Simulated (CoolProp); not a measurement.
A single-stage vapour-compression cycle with R143a: evaporating at 194.15 K (dew point), condensing at 261.15 K (bubble point), superheat 5 K, subcooling 0 K, compressor efficiency 0.8, no pressure losses. Each further row changes one setting.

Model: reference Helmholtz-energy equation of state, Lemmon and Jacobsen 2000, in CoolProp.

```json
[
 {"case": "as stated", "cooling COP": "1.70", "pressure ratio": "24.9", "discharge temperature (K)": "317.7", "refrigerating effect (kJ/kg)": "161", "volumetric capacity (kJ/m³)": "140"},
 {"case": "evaporating temperature 199.15 K", "cooling COP": "1.94", "pressure ratio": "17.9", "discharge temperature (K)": "311.2", "refrigerating effect (kJ/kg)": "165", "volumetric capacity (kJ/m³)": "194"},
 {"case": "condensing temperature 256.15 K", "cooling COP": "1.90", "pressure ratio": "20.9", "discharge temperature (K)": "310.7", "refrigerating effect (kJ/kg)": "169", "volumetric capacity (kJ/m³)": "146"},
 {"case": "subcooling 5 K", "cooling COP": "1.78", "pressure ratio": "24.9", "discharge temperature (K)": "317.7", "refrigerating effect (kJ/kg)": "168", "volumetric capacity (kJ/m³)": "146"},
 {"case": "superheat 15 K", "cooling COP": "1.70", "pressure ratio": "24.9", "discharge temperature (K)": "329.3", "refrigerating effect (kJ/kg)": "169", "volumetric capacity (kJ/m³)": "139"},
 {"case": "compressor efficiency 0.7", "cooling COP": "1.49", "pressure ratio": "24.9", "discharge temperature (K)": "330.8", "refrigerating effect (kJ/kg)": "161", "volumetric capacity (kJ/m³)": "140"}
]
```
